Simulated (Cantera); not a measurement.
An isothermal, constant-pressure homogeneous reactor starts with 34.5 % NH₃, 65.5 % H₂, at 1600 K and 1.01 bar.

Detailed kinetics in Cantera: the gas-phase N/H chemistry of the illustrative SiF4/NH3 mechanism in the Surface Chemkin manual (1991). Walls and surfaces, which speed up NH3 decomposition in real reactors, are not modelled.

x: mole fraction; the columns are a selection and need not sum to one.

```tsv
t (s)	x NH₃	x H₂	x N₂	x H	x NH₂	x N	x NH
0.000200	0.345	0.655	1.12e-9	2.77e-6	3.46e-6	2.23e-12	1.08e-9
0.000367	0.345	0.655	…	…	…	1.38e-11	…
0.000675	0.345	0.655	1.00e-7	9.15e-6	1.15e-5	8.16e-11	1.18e-8
0.00124	0.345	0.655	7.16e-7	1.59e-5	1.99e-5	4.29e-10	3.59e-8
0.00228	0.345	0.655	4.15e-6	2.47e-5	3.09e-5	1.58e-9	8.58e-8
0.00419	0.345	0.655	1.69e-5	3.06e-5	3.82e-5	2.99e-9	1.31e-7
0.00770	0.345	0.655	4.63e-5	3.18e-5	3.97e-5	3.35e-9	1.42e-7
0.0141	0.345	0.655	0.000102	3.18e-5	3.98e-5	3.36e-9	1.42e-7
0.0260	0.344	0.655	…	3.18e-5	3.98e-5	3.36e-9	1.42e-7
0.0477	0.344	0.656	0.000390	3.18e-5	3.97e-5	3.36e-9	1.42e-7
0.0877	0.343	0.656	0.000732	3.19e-5	3.96e-5	3.35e-9	1.42e-7
0.161	0.341	0.657	0.00136	3.20e-5	3.94e-5	3.34e-9	1.41e-7
0.296	0.338	0.659	0.00249	3.21e-5	3.91e-5	3.33e-9	1.40e-7
0.544	0.333	0.663	0.00451	3.23e-5	3.86e-5	3.30e-9	1.39e-7
1.00	0.323	0.669	0.00808	3.28e-5	3.76e-5	3.25e-9	1.36e-7
```

Problem. Fill in the missing entries.

Solution. 
- 0.000367, x N₂: 1.16e-8
- 0.000367, x H: 5.06e-6
- 0.000367, x NH₂: 6.33e-6
- 0.000367, x NH: 3.62e-9
- 0.0260, x N₂: 0.000204
